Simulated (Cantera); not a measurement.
Charge: 1 mol B2H6, 0.089 mol H2O, 15 mol N2, equilibrated at 14.0 mbar.

These are equilibrium values from Cantera (NASA tables, ideal gas, pure condensed phases), not measurements of a reactor. Candidate condensed phases: B, BN, B2O3, B3O3H3, H2O; 39 gas species. The feed counts by its element totals alone. The tables' values for BH2 are old estimates; treat these amounts as uncertain. Equilibrium is a limit: real reactors are often held back by kinetics, nucleation or transport. All values below are at 1950 °C.

Base state: N2 0.807, H2 0.165, H 0.0220, BO 0.00306, HBO 0.00193, B 0.000122, BH2 0.000111, B2O2 4.54e-5 (mole fractions); condensed: BN(s).

What changes in the equilibrium state with this change: H2O from 0.089 to 0.2 mol?


```tsv
species	before	after
N2	0.807	0.799
H2	0.165	0.168
H	0.0220	0.0222
BO	0.00306	0.00662
B2O2	4.54e-5	0.000212
HBO	0.00193	0.00420
B2O	3.39e-5	7.38e-5
BN(s), mol	1.91	1.79
```

What changes in the equilibrium state with this change: B2H6 replaced by BF3?


```
species       before    after
----------  --------  -------
N2             0.807    0.926
BF3                0   0.0551
HF                 0   0.0110
H2             0.165  2.34e-7
H             0.0220  2.62e-5
BOF                0  0.00548
HBO          0.00193    <1e-9
F                  0  0.00114
BF2                0  0.00111
B           0.000122    <1e-9
BN(s), mol      1.91        0
```
The tables' values for BF2 are old estimates; treat these amounts as uncertain.
